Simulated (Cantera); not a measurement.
Input: 1 mol Si3N4, 0.39 mol H2O, 1 mol N2, 0.8 mol CO2, equilibrated at 925 °C and 470 Pa.

Equilibrium computed with Cantera from the NASA thermochemical tables; the gas is ideal and each condensed phase is pure. Candidate condensed phases: C, C6H6, C7H8, C8H18, H2O, Si, SiC, SiO2, Si2N2O, Si3N4; 151 gas species. Rates play no part.

Base state: N2 0.630, CO 0.206, H2 0.164, HCN 2.34e-5 (mole fractions); condensed: C(graphite) + Si2N2O(s).

Q: What changes in the equilibrium state with this change: Si3N4 replaced by SiC?

A: 
```json
[
 {"species": "N2", "before": "0.630", "after": "0.436"},
 {"species": "CO", "before": "0.206", "after": "0.347"},
 {"species": "H2", "before": "0.164", "after": "0.216"},
 {"species": "CO2", "before": "3.87e-6", "after": "1.10e-5"},
 {"species": "HCN", "before": "2.34e-5", "after": "2.24e-5"},
 {"species": "C(graphite), mol", "before": "0.310", "after": "1.17"},
 {"species": "Si2N2O(s), mol", "before": "1.50", "after": "0.212"},
 {"species": "SiO2(β-quartz), mol", "before": "0", "after": "0.575"}
]
```
N2 is the only nitrogen source here; it is nearly inert below about 1500 K, so the nitride shown seldom forms there in practice. Mutual solubility and eutectic melting of coexisting phases are not modelled. The tables hold silica as quartz up to 1696 K and as liquid above; real silica turns to tridymite and cristobalite and melts near 1996 K.
